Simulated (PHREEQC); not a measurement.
**Brine (model solution)**

Dissolve 0.077 mol/kgw NaOH and 0.1 mol/kgw KCl at 32 °C. It is in equilibrium with CO2 at log p = -3.5 (atm). Otherwise closed; pH follows from the charge balance.

Computed with PHREEQC (ion-association model, wateq4f.dat).

```
Quantity                 Result
----------------  -------------
pH                         9.67
ionic strength    0.183 mol/kgw
total alkalinity    77.0 meq/kg
```

| species | molality | activity | log γ |
|---|---|---|---|
| Cl- | 0.100 | 0.0716 | -0.145 |
| K+ | 0.100 | 0.0716 | -0.145 |
| Na+ | 0.0676 | 0.0504 | -0.128 |
| HCO3- | 0.0268 | 0.0201 | -0.126 |
| CO3-2 | 0.0159 | 0.00501 | -0.502 |
| NaCO3- | 0.00886 | 0.00664 | -0.126 |
| NaHCO3 | 0.000545 | 0.000568 | 0.018 |
| OH- | 0.000109 | 7.77e-5 | -0.148 |
| CO2 | 8.63e-6 | 9.00e-6 | 0.018 |

No solid was allowed to form.
